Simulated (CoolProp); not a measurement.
A single-stage vapour-compression cycle with the fluid: evaporating at 323.15 K (dew point), condensing at 364.15 K (bubble point), superheat 8 K, subcooling 5 K, compressor efficiency 0.6, no pressure losses. The same conditions are run with several fluids, on thermodynamics alone (safety and materials aside).

Model: reference Helmholtz-energy equation of state of each fluid (R227EA: Lemmon 2016; cis-2-butene: Lemmon 2005; cyclopropane: Polt 1992; R236FA: Pan 2012; hydrogen sulfide: Lemmon 2006; tetrahydrofuran: Fiedler 2023), in CoolProp. The equations of Platzer and Polt are older, rougher fits.

| fluid | cooling COP | pressure ratio | discharge temperature (K) | refrigerating effect (kJ/kg) | volumetric capacity (kJ/m³) |
|---|---|---|---|---|---|
| R227EA | 2.95 | 2.56 | (withheld) | 54.1 | 3830 |
| cis-2-butene | 4.01 | 2.64 | 383.6 | 288 | (withheld) |
| cyclopropane | 3.70 | 2.31 | 391.3 | 280 | 7000 |
| R236FA | 3.56 | 2.74 | 372.6 | (withheld) | (withheld) |
| hydrogen sulfide | 3.09 | 2.17 | 427.5 | 268 | 15500 |
| tetrahydrofuran | 4.34 | 3.65 | 397.3 | (withheld) | (withheld) |

Problem. Complete the blanks.

Solution. 
- R227EA, discharge temperature (K): 370.9
- cis-2-butene, volumetric capacity (kJ/m³): 2910
- R236FA, refrigerating effect (kJ/kg): 88.3
- R236FA, volumetric capacity (kJ/m³): 3310
- tetrahydrofuran, refrigerating effect (kJ/kg): 369
- tetrahydrofuran, volumetric capacity (kJ/m³): 578
